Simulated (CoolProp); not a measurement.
Properties of R22 along the isotherm 500 K (Tc = 369.3 K, pc = 4990 kPa, ω = 0.221).

Values from CoolProp's reference Helmholtz-energy equation of state, Kamei 1995.

```json
[
 {"p (kPa)": "535", "phase": "gas", "density (kg/m³)": "11.27", "cp (kJ/(kg K))": "0.8606", "speed of sound (m/s)": "230.9"},
 {"p (kPa)": "1070", "phase": "gas", "density (kg/m³)": "22.82", "cp (kJ/(kg K))": "0.8711", "speed of sound (m/s)": "229.0"},
 {"p (kPa)": "1600", "phase": "gas", "density (kg/m³)": "34.56", "cp (kJ/(kg K))": "0.8821", "speed of sound (m/s)": "227.0"},
 {"p (kPa)": "2140", "phase": "gas", "density (kg/m³)": "46.84", "cp (kJ/(kg K))": "0.8939", "speed of sound (m/s)": "225.1"},
 {"p (kPa)": "2670", "phase": "gas", "density (kg/m³)": "59.23", "cp (kJ/(kg K))": "0.9061", "speed of sound (m/s)": "223.3"},
 {"p (kPa)": "3210", "phase": "gas", "density (kg/m³)": "72.19", "cp (kJ/(kg K))": "(withheld)", "speed of sound (m/s)": "221.4"},
 {"p (kPa)": "3740", "phase": "gas", "density (kg/m³)": "(withheld)", "cp (kJ/(kg K))": "0.9330", "speed of sound (m/s)": "(withheld)"},
 {"p (kPa)": "4280", "phase": "gas", "density (kg/m³)": "98.96", "cp (kJ/(kg K))": "0.9476", "speed of sound (m/s)": "218.0"},
 {"p (kPa)": "4810", "phase": "gas", "density (kg/m³)": "112.8", "cp (kJ/(kg K))": "0.9628", "speed of sound (m/s)": "216.4"},
 {"p (kPa)": "5350", "phase": "supercritical", "density (kg/m³)": "127.2", "cp (kJ/(kg K))": "(withheld)", "speed of sound (m/s)": "214.8"},
 {"p (kPa)": "5880", "phase": "supercritical", "density (kg/m³)": "141.8", "cp (kJ/(kg K))": "0.9956", "speed of sound (m/s)": "213.5"},
 {"p (kPa)": "6420", "phase": "supercritical", "density (kg/m³)": "157.1", "cp (kJ/(kg K))": "1.013", "speed of sound (m/s)": "(withheld)"},
 {"p (kPa)": "6950", "phase": "supercritical", "density (kg/m³)": "172.5", "cp (kJ/(kg K))": "1.031", "speed of sound (m/s)": "211.1"},
 {"p (kPa)": "7490", "phase": "supercritical", "density (kg/m³)": "188.5", "cp (kJ/(kg K))": "1.050", "speed of sound (m/s)": "210.2"}
]
```

**Question.** What belongs in the gaps?

**Answer.** 
- 3210, cp (kJ/(kg K)): 0.9193
- 3740, density (kg/m³): 85.26
- 3740, speed of sound (m/s): 219.7
- 5350, cp (kJ/(kg K)): 0.9789
- 6420, speed of sound (m/s): 212.2
